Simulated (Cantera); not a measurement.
A perfectly stirred reactor is fed with 18.8 % H2, 12.5 % O2, 68.8 % N2, equivalence ratio 0.75, at 0.987 atm; it is held at 875 K, and followed from long to short residence time.

Cantera simulation using the H2/O2 subset of GRI-Mech 3.0, which has no nitrogen chemistry; the numbers are that mechanism's predictions, not measurements. Below about 950 K walls govern HO2 and H2O2 in real vessels. The temperature is held fixed by assumption; the heat of reaction is taken as removed at once.

**Question.** Predict: x(H2) at τ = 20.0 s; x(O2) at τ = 20.0 s; x(H2O) at τ = 20.0 s; x(HO2) at τ = 20.0 s; x(H2O2) at τ = 20.0 s; x(H2) at τ = 73.0 ms; x(O2) at τ = 73.0 ms; x(H2O) at τ = 73.0 ms; x(HO2) at τ = 73.0 ms; x(H2O2) at τ = 73.0 ms.

**Answer.** 
```json
{
 "x(H2) at τ = 20.0 s": "0.0633",
 "x(O2) at τ = 20.0 s": "0.0649",
 "x(H2O) at τ = 20.0 s": "0.137",
 "x(HO2) at τ = 20.0 s": "1.57e-5",
 "x(H2O2) at τ = 20.0 s": "0.000331",
 "x(H2) at τ = 73.0 ms": "0.187",
 "x(O2) at τ = 73.0 ms": "0.125",
 "x(H2O) at τ = 73.0 ms": "7.80e-6",
 "x(HO2) at τ = 73.0 ms": "1.92e-6",
 "x(H2O2) at τ = 73.0 ms": "4.62e-6"
}
```
